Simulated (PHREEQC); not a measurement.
1 kg of water holding 0.032 mol/kgw Na2SO4 and 0.0073 mol/kgw NaCl is evaporated at 90 °C; the solids stay in contact with the brine. CO2 from the air is kept out. The run lets Halite, Mirabilite, Thenardite precipitate or redissolve, and no other solid.

The series has 28 steps of water left (kg), from 1 to 0.005012.

Computed with PHREEQC (Pitzer model, pitzer.dat).

Which solids form, in which order, and at which step of the series does each first stand?

Thenardite from water left = 0.01099 kg.

Constants without temperature data keep their 25 °C values here.
